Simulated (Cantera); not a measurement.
An isothermal, constant-pressure homogeneous reactor starts with NO : N₂ = 1 : 0.29 (molar parts), at 1550 K and 1.38 atm. Integrator tolerance rtol = 1e-08.

Computed with Cantera and GRI-Mech 3.0 (53 species, 325 reactions).

Problem. What does this change do: temperature 1550 to 2173 K?

Solution. 
```tsv
quantity	before	after
x(NO) at 100 s	0.158 (gas-phase equilibrium 0.00186)	0.0140 (gas-phase equilibrium 0.0140)
x(O₂) at 100 s	0.308 (gas-phase equilibrium 0.387)	0.380 (gas-phase equilibrium 0.380)
x(N₂) at 100 s	0.533 (gas-phase equilibrium 0.611)	0.605 (gas-phase equilibrium 0.605)
x(N₂O) at 100 s	8.75e-6 (gas-phase equilibrium 1.17e-7)	8.10e-7 (gas-phase equilibrium 8.10e-7)
x(O) at 100 s	3.70e-6 (gas-phase equilibrium 4.14e-6)	0.00119 (gas-phase equilibrium 0.00119)
```
